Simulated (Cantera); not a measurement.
Cantera run:

```python
import numpy as np
import cantera as ct

gas_names = """
    Ca CaF CaF2 Ca2 F F2 H HF H2 H2F2 H3F3 H4F4 H5F5 H6F6 H7F7
""".split()
cond_names = """
    Ca(a) Ca(b) Ca(L) CaF2(a) CaF2(b) CaF2(L)
""".split()


# ... load() reads the species with a 1 bar reference pressure and builds the phases ...
atoms = {
    'CaF2': {'Ca': 1, 'F': 2},
    'HF': {'H': 1, 'F': 1},
    'H2': {'H': 2},
}
top_T = {}  # K; cautious upper limits of use, not melting points


# ... equilibrate(T, P, feed) seeds the gas with the atoms and calls Mixture.equilibrate('TP', solver="vcs", rtol=1e-11, max_steps=5000) ...
results = []
T = 2198.15  # K
P = 0.23  # Pa
for m in [10, 12, 14, 17, 20, 24, 28, 33, 39, 46, 54, 63]:
    feed = {'CaF2': 1, 'HF': 0.16, 'H2': m}  # mol
    mix = equilibrate(T, P, feed)
    results.append((T, P, feed, dict(zip(mix.species_names, mix.species_moles))))

top = {s: max(r[3][s] / sum(r[3][g] for g in gas_names) for r in results) for s in gas_names}
cols = sorted((s for s in top if top[s] > 1e-05), key=lambda s: -top[s])[:9]
seen = [c for c in cond_names if any(r[3].get(c, 0) > 1e-12 for r in results)]
print("log10 of partial pressures in bar; condensed amounts in mol")
print(f"{'n(H2)':>10s}" + "".join(f"{s[:9]:>10s}" for s in cols + seen))
for T, P, feed, n in results:
    ng = sum(n[g] for g in gas_names)
    print(f"{feed['H2']:10.4g}" + "".join(f"{np.log10(max(n[s] / ng * P / 1e5, 1e-99)):10.3f}" for s in cols)
          + "".join(f"{n.get(c, 0):10.4g}" for c in seen))
```

Output:

```
log10 of partial pressures in bar; condensed amounts in mol
     n(H2)         H        HF        H2        Ca       CaF      CaF2         F
        10    -5.731    -6.667    -6.955    -7.041    -7.746    -8.322    -8.511
        12    -5.721    -6.732    -6.935    -7.098    -7.879    -8.529    -8.586
        14    -5.714    -6.788    -6.920    -7.150    -7.994    -8.709    -8.650
        17    -5.706    -6.862    -6.905    -7.218    -8.143    -8.939    -8.731
        20    -5.701    -6.925    -6.893    -7.277    -8.271    -9.135    -8.800
        24    -5.695    -6.997    -6.883    -7.345    -8.417    -9.359    -8.877
        28    -5.691    -7.059    -6.875    -7.405    -8.542    -9.550    -8.943
        33    -5.688    -7.126    -6.868    -7.469    -8.677    -9.755    -9.014
        39    -5.685    -7.194    -6.862    -7.535    -8.815    -9.965    -9.085
        46    -5.682    -7.263    -6.856    -7.602    -8.953   -10.174    -9.156
        54    -5.680    -7.330    -6.852    -7.668    -9.087   -10.378    -9.226
        63    -5.678    -7.395    -6.849    -7.731    -9.218   -10.575    -9.292
```

Cantera equilibrium calculation (NASA polynomials, part measured and part estimated; ideal gas, pure solids and liquids).
